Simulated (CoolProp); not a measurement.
A single-stage vapour-compression cycle with R1233zd(E): evaporating at 311.15 K (dew point), condensing at 346.15 K (bubble point), superheat 0 K, subcooling 8 K, compressor efficiency 0.9, no pressure losses. Each further row changes one setting.

Values from CoolProp's reference Helmholtz-energy equation of state, Akasaka 2022.

```
case                              cooling COP  pressure ratio  discharge temperature (K)  refrigerating effect (kJ/kg)  volumetric capacity (kJ/m³)
--------------------------------  -----------  --------------  -------------------------  ----------------------------  ---------------------------
as stated                                7.25            2.73                      346.2                           150                         1650
evaporating temperature 316.15 K         8.78            2.33                      346.2                           ___                         1960
condensing temperature 341.15 K          8.68            2.40                      341.2                           157                         1720
subcooling 13 K                           ___            2.73                      346.2                           157                         1720
superheat 10 K                            ___            2.73                      353.5                           159                         1680
compressor efficiency 0.8                6.45            2.73                      346.3                           150                         1650
```

What belongs in the gaps?


- evaporating temperature 316.15 K, refrigerating effect (kJ/kg): 154
- subcooling 13 K, cooling COP: 7.56
- superheat 10 K, cooling COP: 7.33

The compression ends wet for: as stated; evaporating temperature 316.15 K; condensing temperature 341.15 K; subcooling 13 K.
